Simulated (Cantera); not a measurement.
Charge: 1 mol B, 1.1 mol H2O, 0.26 mol N2, 4.6 mol H2, held at 1200 K and 0.133 bar.

These are equilibrium values from Cantera (NASA tables, ideal gas, pure condensed phases), not measurements of a reactor. Candidate condensed phases: B, BN, B2O3, B3O3H3, H2O; 39 gas species. N2 is the only nitrogen source here; it is nearly inert below about 1500 K, so the nitride shown seldom forms there in practice. Mutual solubility and eutectic melting of coexisting phases are not modelled. Gases not in the tables: H3BO3. Equilibrium is a limit: real reactors are often held back by kinetics, nucleation or transport.

**Question.** What is the equilibrium state?

**Answer.** 
```
Quantity                                 Result
------------------------------------  ---------
x(H2)                                     0.977
x(N2)                                    0.0213
x(H2O)                                  0.00123
x(HBO2)                                 8.00e-5
x(NH3)                                  3.60e-6
x(HBO)                                  3.35e-6
n(BN(s))                              0.272 mol
n(B2O3(l))                            0.364 mol
gas amount                            5.824 mol
log10 activity of B(s) (absent)           -5.04
log10 activity of B3O3H3(s) (absent)     -12.40
```
